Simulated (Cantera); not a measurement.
Feed: 1 mol Fe, a varied amount of H2O, 0.19 mol H2, 0.82 mol Cl2, at 1748 K and 1200 Pa.

Equilibrium computed with Cantera from the NASA thermochemical tables; the gas is ideal and each condensed phase is pure. Candidate condensed phases: Fe, FeCl2, FeCl3, FeO, Fe(OH)2, Fe(OH)3, Fe2O3, Fe3O4, H2O; 22 gas species. Mutual solubility and eutectic melting of coexisting phases are not modelled. The tables' stoichiometric FeO is somewhat more stable than real wüstite, so its field is too wide. FeO: taken at fixed stoichiometry. Kinetics and transport are ignored.

Task: What share of the Fe ends up in condensed phases as a function of n(H2O) (mol), at 0.012, 0.019, 0.029, 0.045, 0.068, 0.1, 0.16, 0.24, 0.37, 0.57, 0.86, 1.3, 2?

Result: 
```
n(H2O) (mol)  Fe condensed (%)              as
------------  ----------------  --------------
0.012                     29.2           Fe(δ)
0.019                     29.2           Fe(δ)
0.029                     29.2           Fe(δ)
0.045                     29.5  Fe(δ) + FeO(l)
0.068                     30.2  Fe(δ) + FeO(l)
0.1                       31.1  Fe(δ) + FeO(l)
0.16                      32.6  Fe(δ) + FeO(l)
0.24                      34.4  Fe(δ) + FeO(l)
0.37                      37.0  Fe(δ) + FeO(l)
0.57                      40.3  Fe(δ) + FeO(l)
0.86                      48.8          FeO(l)
1.3                       57.4          FeO(l)
2                         65.9          FeO(l)
```
